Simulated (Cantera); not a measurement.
Charge: 1 mol Fe2O3, 2.5 mol CO, 0.65 mol H2, at 1273.15 K and 3600 Torr.

Equilibrium computed with Cantera from the NASA thermochemical tables; the gas is ideal and each condensed phase is pure. Candidate condensed phases: C, C6H6, C7H8, C8H18, Fe, Fe(CO)5, FeO, Fe(OH)2, Fe(OH)3, Fe2O3, Fe3O4, H2O; 114 gas species. The tables' stoichiometric FeO is somewhat more stable than real wüstite, so its field is too wide. FeO: taken at fixed stoichiometry. The numbers say what is thermodynamically allowed, not how fast it happens.

Base state: CO 0.560, CO2 0.233, H2 0.122, H2O 0.0842, CH4 3.11e-5 (mole fractions); condensed: FeO(s).

**Question.** What changes in the equilibrium state with this change: CO from 2.5 to 15 mol?

**Answer.** 
```
species       before    after
-----------  -------  -------
CO             0.560    0.806
CO2            0.233    0.153
H2             0.122   0.0316
H2O           0.0842  0.00993
CH4          3.11e-5  6.56e-6
FeO(s), mol     2.00    0.451
Fe(γ), mol         0     1.55
```
Mutual solubility and eutectic melting of coexisting phases are not modelled.

**Question.** What changes in the equilibrium state with this change: temperature from 1273.15 K to 2050 K?

**Answer.** 
```csv
species,before,after
CO,0.560,0.601
CO2,0.233,0.193
H2O,0.0842,0.125
H2,0.122,0.0815
Fe(OH)2,1.01e-7,6.12e-5
OH,<1e-9,4.94e-5
Fe,<1e-9,4.06e-5
"FeO(s), mol",2.00,0
"FeO(l), mol",0,2.00
```
